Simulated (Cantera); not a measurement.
Input: 1 mol Pb, 0.44 mol CO, 2.9 mol N₂, held at 13300 Pa.

Equilibrium computed with Cantera from the NASA thermochemical tables; the gas is ideal and each condensed phase is pure. Candidate condensed phases: C, Pb, PbO, PbO₂, Pb₃O₄; 27 gas species. Kinetics and transport are ignored.

x: gas mole fraction; n: condensed amount in mol.

```json
[
 {"T (K)": "725", "x N₂": "0.921", "x CO": "0.0178", "x CO₂": "0.0610", "x Pb": "2.53e-8", "x Pb₂": "<1e-12", "n C(graphite)": "0.192", "n Pb(l)": "1.00"},
 {"T (K)": "775", "x N₂": "0.911", "x CO": "[?]", "x CO₂": "[?]", "x Pb": "[?]", "x Pb₂": "<1e-12", "n C(graphite)": "[?]", "n Pb(l)": "1.000"},
 {"T (K)": "825", "x N₂": "0.896", "x CO": "0.0726", "x CO₂": "0.0317", "x Pb": "1.08e-6", "x Pb₂": "<1e-12", "n C(graphite)": "0.102", "n Pb(l)": "1.000"},
 {"T (K)": "875", "x N₂": "0.882", "x CO": "0.103", "x CO₂": "0.0153", "x Pb": "5.06e-6", "x Pb₂": "1.86e-12", "n C(graphite)": "0.0502", "n Pb(l)": "1.000"},
 {"T (K)": "925", "x N₂": "0.873", "x CO": "0.121", "x CO₂": "0.00585", "x Pb": "2.00e-5", "x Pb₂": "1.87e-11", "n C(graphite)": "0.0194", "n Pb(l)": "1.000"},
 {"T (K)": "975", "x N₂": "0.870", "x CO": "0.128", "x CO₂": "0.00209", "x Pb": "6.88e-5", "x Pb₂": "1.48e-10", "n C(graphite)": "0.00697", "n Pb(l)": "1.000"},
 {"T (K)": "1025", "x N₂": "0.869", "x CO": "0.130", "x CO₂": "0.000778", "x Pb": "0.000209", "x Pb₂": "9.46e-10", "n C(graphite)": "0.00260", "n Pb(l)": "0.999"},
 {"T (K)": "1075", "x N₂": "0.868", "x CO": "0.131", "x CO₂": "0.000311", "x Pb": "0.000570", "x Pb₂": "5.07e-9", "n C(graphite)": "0.00104", "n Pb(l)": "0.998"},
 {"T (K)": "1125", "x N₂": "0.867", "x CO": "0.131", "x CO₂": "0.000134", "x Pb": "0.00142", "x Pb₂": "2.33e-8", "n C(graphite)": "0.000449", "n Pb(l)": "0.995"},
 {"T (K)": "1175", "x N₂": "0.865", "x CO": "0.131", "x CO₂": "6.21e-5", "x Pb": "0.00327", "x Pb₂": "9.38e-8", "n C(graphite)": "0.000208", "n Pb(l)": "0.989"},
 {"T (K)": "1225", "x N₂": "0.862", "x CO": "0.131", "x CO₂": "[?]", "x Pb": "[?]", "x Pb₂": "[?]", "n C(graphite)": "[?]", "n Pb(l)": "0.976"},
 {"T (K)": "1275", "x N₂": "0.856", "x CO": "0.130", "x CO₂": "1.58e-5", "x Pb": "0.0141", "x Pb₂": "1.08e-6", "n C(graphite)": "5.34e-5", "n Pb(l)": "0.952"}
]
```

**Question.** Some entries are withheld; supply them.

**Answer.** 
- 1225, x CO₂: 3.05e-5
- 1225, x Pb: 0.00701
- 1225, x Pb₂: 3.35e-7
- 1225, n C(graphite): 0.000103
- 775, x CO: 0.0402
- 775, x CO₂: 0.0490
- 775, x Pb: 1.87e-7
- 775, n C(graphite): 0.156
